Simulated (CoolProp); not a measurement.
The fluid at 298.15 K and 1.48 MPa expands adiabatically to 0.318 MPa with isentropic efficiency 0.85. The same conditions are run with several fluids, on thermodynamics alone (safety and materials aside).

The numbers come from the reference Helmholtz-energy equation of state of each fluid (CF4 (R14): Platzer 1990; nitrogen: Span 2000; C2F6 (R116): Lemmon 2006; ethylene: Smukala 2000) in CoolProp. The equations of Platzer and Polt are older, rougher fits.

```tsv
fluid	work (kJ/kg)	final temperature (K)	final density (kg/m³)
CF4 (R14)	31.5	243.6	14.1
nitrogen	[?]	207.0	[?]
C2F6 (R116)	[?]	260.8	21.4
ethylene	91.1	222.5	[?]
```

Complete the blanks.


- nitrogen, work (kJ/kg): 92.9
- nitrogen, final density (kg/m³): 5.21
- C2F6 (R116), work (kJ/kg): 19.4
- ethylene, final density (kg/m³): 5.05
